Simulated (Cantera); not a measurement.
Charge: 1 mol Fe2O3, 4.3 mol H2, 4.3 mol H2O, held at 250000 Pa.

Method: chemical equilibrium by Gibbs-energy minimisation in Cantera with the NASA 1993 tables (ideal gas, pure condensed phases). Candidate condensed phases: Fe, FeO, Fe(OH)2, Fe(OH)3, Fe2O3, Fe3O4, H2O; 12 gas species. The tables' stoichiometric FeO is somewhat more stable than real wüstite, so its field is too wide. FeO: taken at fixed stoichiometry. Kinetics and transport are ignored.

log p: log10 of the partial pressure in bar; n: condensed amount in mol.

```tsv
T (K)	log p H2O	log p H2	log p H	log p Fe(OH)2	log p OH	log p Fe	n FeO(s)	n FeO(l)
950	0.19	-0.02	-9.26	-8.26	<-11	<-11	2.00	0
1050	0.19	-0.02	…	…	…	<-11	2.00	0
1150	0.19	-0.02	-7.14	-6.53	-9.15	<-11	2.00	0
1250	0.19	-0.02	-6.32	-5.87	-8.11	-10.33	2.00	0
1350	0.19	-0.02	-5.63	-5.31	-7.22	-9.03	2.00	0
1450	0.19	-0.02	-5.03	-4.84	-6.45	-7.91	2.00	0
1550	0.19	-0.02	-4.51	-4.42	-5.78	-6.94	2.00	0
1650	0.19	-0.02	-4.05	-4.06	-5.19	-6.10	0	2.00
1750	0.19	-0.02	…	…	…	…	0	2.00
1850	0.19	-0.02	-3.28	-3.53	-4.20	-4.78	0	2.00
1950	0.19	-0.02	-2.95	-3.32	-3.79	-4.23	0	2.00
```

Q: What belongs in the gaps?

A: 
- 1050, log p H: -8.10
- 1050, log p Fe(OH)2: -7.31
- 1050, log p OH: -10.39
- 1750, log p H: -3.64
- 1750, log p Fe(OH)2: -3.78
- 1750, log p OH: -4.67
- 1750, log p Fe: -5.40
